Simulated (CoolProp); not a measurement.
A Linde-Hampson liquefier for methane: isothermal reversible compression at 250 K from 1 atm to 15 MPa, throttling to 1 atm, return gas leaving the recuperator 0 K below the feed. Each further row changes one setting.

Computed with CoolProp (reference Helmholtz-energy equation of state, Setzmann 1991).

```tsv
case	liquid yield per pass	compression work (kJ/kg of gas)
as stated	?	588
high pressure 30 MPa	0.353	?
warm-end temperature 280 K	?	?
warm-end gap 5 K	0.275	588
```

Q: Fill in the missing entries.

A: 
- as stated, liquid yield per pass: 0.285
- high pressure 30 MPa, compression work (kJ/kg of gas): 653
- warm-end temperature 280 K, liquid yield per pass: 0.196
- warm-end temperature 280 K, compression work (kJ/kg of gas): 682
